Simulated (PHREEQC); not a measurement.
Synthetic water in mmol/kgw, 25 °C, pH 2.39, pe 10.7:

```
constituent  mmol/kgw
-----------  --------
Na               3.83
K                1.39
Ca               4.91
Mg               1.57
Cl               5.15
S(6)             30.9
Cd             0.0142
```

Valence states are taken as typed.

All values are PHREEQC results (ion-association model, wateq4f.dat), not measurements.

No solid was allowed to form.

Estimate the ionic strength, charge-balance error.

ionic strength 0.0622 mol/kgw; charge-balance error -54.0 %.

In which forms is S present?

SO4-2 73 %, HSO4- 16 %, CaSO4 7.3 %, MgSO4 2.6 %, NaSO4- 0.6 % of the S.
